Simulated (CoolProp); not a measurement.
R1234ze(Z) at several states: fugacity coefficient from the reference equation and from simpler models built on Tc = 423.3 K, pc = 3.531 MPa, ω = 0.327; each cubic takes its own stable root.

Model: reference Helmholtz-energy equation of state, Akasaka 2019, in CoolProp.

```
T (K)  p (MPa)   phase  reference
-----  -------  ------  ---------
284.8    0.324  liquid     0.3227
343.2    0.984  liquid     0.5870
363.1   0.0423     gas     0.9922
379.7    0.418     gas     0.9349
```

Question: How far does each simpler model (van der Waals, Redlich-Kwong, Soave-Redlich-Kwong) lie from the reference over these 4 states: mean and median of the absolute difference, and the worst?

Answer: 
- van der Waals: mean 59.6 %, median 24.7 %, worst +188.7 % at 284.8 K and 0.324 MPa
- Redlich-Kwong: mean 34.2 %, median 19.7 %, worst +97.3 % at 284.8 K and 0.324 MPa
- Soave-Redlich-Kwong: mean 1.5 %, median 0.8 %, worst +4.4 % at 343.2 K and 0.984 MPa

At some of these states van der Waals gives the other phase, because its saturation line lies elsewhere.
